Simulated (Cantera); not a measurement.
Cantera run, input and output.

```python
import numpy as np
import cantera as ct

surf = ct.Interface("diamond.yaml", "diamond_100")
gas, bulk = surf.adjacent["gas"], surf.adjacent["diamond"]
k = surf.kinetics_species_index(bulk.species_names[0])
cover = ["c6HH", "c6H*", "c6*H", "c6**", "c6HM", "c6B"]

rows, drift = [], 0.0
print(f"{'P':>10s}{'um/h':>11s}" + "".join(f"{s:>11s}" for s in cover))
for v in [790, 1200, 1700, 2400, 3500, 5100, 7500, 11000]:
    T, P, xH, xCH3 = 1375, v, 0.017, 0.00069
    gas.TPX = T, P, {"H": xH, "CH3": xCH3, "CH4": 0.017, "H2": 1 - xH - xCH3 - 0.017}
    surf.TP = bulk.TP = T, P
    surf.coverages = "c6H*:0.1, c6HH:0.9"
    surf.advance_coverages(100.0)
    before = surf.coverages
    surf.advance_coverages(100.0)
    drift = max(drift, np.max(np.abs(surf.coverages - before) / (surf.coverages + 1e-9)))
    rate = surf.net_production_rates[k] * bulk.mean_molecular_weight / bulk.density * 3.6e9
    rows.append([rate, *surf[cover].coverages])
    print(f"{v:10.4g}{rate:11.4e}" + "".join(f"{x:11.3e}" for x in rows[-1][1:]))
```

Output:

```
         P       um/h       c6HH       c6H*       c6*H       c6**       c6HM        c6B
       790 1.0063e+00  3.399e-01  5.718e-02  5.426e-01  5.949e-02  6.237e-05  2.731e-09
      1200 1.7148e+00  3.399e-01  5.719e-02  5.425e-01  5.944e-02  9.709e-05  4.653e-09
      1700 2.6526e+00  3.399e-01  5.719e-02  5.425e-01  5.942e-02  1.392e-04  7.198e-09
      2400 4.0843e+00  3.399e-01  5.721e-02  5.423e-01  5.940e-02  1.974e-04  1.108e-08
      3500 6.5918e+00  3.399e-01  5.723e-02  5.422e-01  5.938e-02  2.869e-04  1.789e-08
      5100 1.0764e+01  3.398e-01  5.727e-02  5.420e-01  5.937e-02  4.125e-04  2.921e-08
      7500 1.8104e+01  3.397e-01  5.733e-02  5.417e-01  5.937e-02  5.912e-04  4.913e-08
   1.1e+04 3.0912e+01  3.395e-01  5.742e-02  5.413e-01  5.937e-02  8.329e-04  8.388e-08
```

Detailed kinetics in Cantera: the Harris–Goodwin 1993 mechanism for the reconstructed diamond (100) surface.
